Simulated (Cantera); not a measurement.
**Transport properties of process gases**

Gas mixture: 100 % C2H2, at 1330 Pa, frozen composition.

Cantera's kinetic-theory transport with the Lennard-Jones parameters of GRI-Mech 3.0, ideal gas; thermal conductivity in the multicomponent form. The composition is frozen, though it would react at the higher temperatures.

```tsv
T (K)	ρ (kg/m³)	cp (J/kg/K)	μ (µPa s)	λ (mW/m/K)	Pr	D (cm²/s) C2H2	D (cm²/s) NO	D (cm²/s) CH3
400	0.0104	1931	13.6	35.6	0.737	0.000	21.0	22.9
600	0.00696	2232	18.9	57.2	0.737	0.000	42.7	47.1
800	0.00522	2436	23.4	77.4	0.736	0.000	69.7	77.4
1000	0.00417	2608	27.4	97.2	0.735	0.000	102	113
1200	0.00348	2752	31.1	116	0.734	0.000	138	154
1400	0.00298	2870	34.5	135	0.734	0.000	179	200
1600	0.00261	2966	37.7	153	0.733	0.000	223	250
1800	0.00232	3045	40.7	169	0.732	0.000	271	304
```
D: mixture-averaged diffusion coefficient of that species in the mixture.
